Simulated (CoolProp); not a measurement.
Vapour-liquid equilibrium of carbon dioxide (1) + CH2F2 (R32) (2) at 10 bar; x and y are mole fractions of (1).

Model: multi-fluid Helmholtz-energy mixture model, Span 1996 and Tillner-Roth 1997; pair parameters Bell 2016, in CoolProp.

```json
[
 {"x": "0.05", "bubble temperature, mixture model (°C)": "2.2", "bubble temperature, Raoult's law (°C)": "1.8", "y, mixture model": "0.151", "y, Raoult's law": "0.183"},
 {"x": "0.15", "bubble temperature, mixture model (°C)": "?", "bubble temperature, Raoult's law (°C)": "-6.4", "y, mixture model": "0.391", "y, Raoult's law": "0.440"},
 {"x": "0.25", "bubble temperature, mixture model (°C)": "?", "bubble temperature, Raoult's law (°C)": "-13.0", "y, mixture model": "0.561", "y, Raoult's law": "0.607"},
 {"x": "0.35", "bubble temperature, mixture model (°C)": "-18.3", "bubble temperature, Raoult's law (°C)": "-18.5", "y, mixture model": "?", "y, Raoult's law": "0.721"},
 {"x": "0.45", "bubble temperature, mixture model (°C)": "?", "bubble temperature, Raoult's law (°C)": "-23.2", "y, mixture model": "0.768", "y, Raoult's law": "0.802"},
 {"x": "0.55", "bubble temperature, mixture model (°C)": "?", "bubble temperature, Raoult's law (°C)": "-27.2", "y, mixture model": "0.833", "y, Raoult's law": "0.862"},
 {"x": "0.65", "bubble temperature, mixture model (°C)": "-30.6", "bubble temperature, Raoult's law (°C)": "-30.7", "y, mixture model": "?", "y, Raoult's law": "0.907"},
 {"x": "0.75", "bubble temperature, mixture model (°C)": "-33.7", "bubble temperature, Raoult's law (°C)": "-33.8", "y, mixture model": "?", "y, Raoult's law": "0.942"},
 {"x": "0.85", "bubble temperature, mixture model (°C)": "-36.4", "bubble temperature, Raoult's law (°C)": "-36.5", "y, mixture model": "0.957", "y, Raoult's law": "0.969"},
 {"x": "0.95", "bubble temperature, mixture model (°C)": "?", "bubble temperature, Raoult's law (°C)": "-39.0", "y, mixture model": "0.987", "y, Raoult's law": "0.991"}
]
```

Q: Complete the blanks.

A: 
- 0.15, bubble temperature, mixture model (°C): -5.9
- 0.25, bubble temperature, mixture model (°C): -12.6
- 0.35, y, mixture model: 0.681
- 0.45, bubble temperature, mixture model (°C): -23.1
- 0.55, bubble temperature, mixture model (°C): -27.1
- 0.65, y, mixture model: 0.884
- 0.75, y, mixture model: 0.924
- 0.95, bubble temperature, mixture model (°C): -38.9

The largest gap from Raoult's law is +0.5 K in bubble temperature, at x = 0.15. No azeotrope shows between x = 0.05 and 0.95.

The pair parameters rest on a limited set of measurements; away from them the model extrapolates.
